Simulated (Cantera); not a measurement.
A perfectly stirred reactor is fed with 15.2 % NO, 84.8 % N₂, at 2670 Pa; it is held at 2173 K, and followed from long to short residence time.

Computed with Cantera and GRI-Mech 3.0 (53 species, 325 reactions). Radical loss at walls, strong at low pressure, is not modelled.

Predict: x(NO) at τ = 0.310 s; x(N₂O) at τ = 0.310 s; x(NO₂) at τ = 0.310 s; x(O) at τ = 0.310 s; x(N₂) at τ = 0.310 s; x(NO) at τ = 17.0 ms; x(N₂O) at τ = 17.0 ms; x(NO₂) at τ = 17.0 ms; x(O) at τ = 17.0 ms; x(N₂) at τ = 17.0 ms.


- x(NO) at τ = 0.310 s: 0.143
- x(N₂O) at τ = 0.310 s: 8.97e-6
- x(NO₂) at τ = 0.310 s: 4.18e-6
- x(O) at τ = 0.310 s: 0.000907
- x(N₂) at τ = 0.310 s: 0.852
- x(NO) at τ = 17.0 ms: 0.151
- x(N₂O) at τ = 17.0 ms: 9.02e-6
- x(NO₂) at τ = 17.0 ms: 3.21e-7
- x(O) at τ = 17.0 ms: 6.65e-5
- x(N₂) at τ = 17.0 ms: 0.849
